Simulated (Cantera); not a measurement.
Mixture: CH4 : CO : O2 : N2 = 1 : 0.15 : 4.51 : 17 (molar parts), at 9.87 atm, adiabatic and at constant volume. Ignition delay is the time to a rise of 400 K.

Model: GRI-Mech 3.0 (53 species, 325 reactions), integrated in Cantera.

Predict: delay at 1100 K; delay at 1300 K; delay at 1500 K; delay at 1700 K; delay at 1900 K; apparent activation energy between 1800 and 2000 K.


```
Quantity                                                Result
--------------------------------------------------  ----------
delay at 1100 K                                        15.2 ms
delay at 1300 K                                        1.06 ms
delay at 1500 K                                       0.136 ms
delay at 1700 K                                        27.2 µs
delay at 1900 K                                        7.78 µs
apparent activation energy between 1800 and 2000 K  170 kJ/mol
```
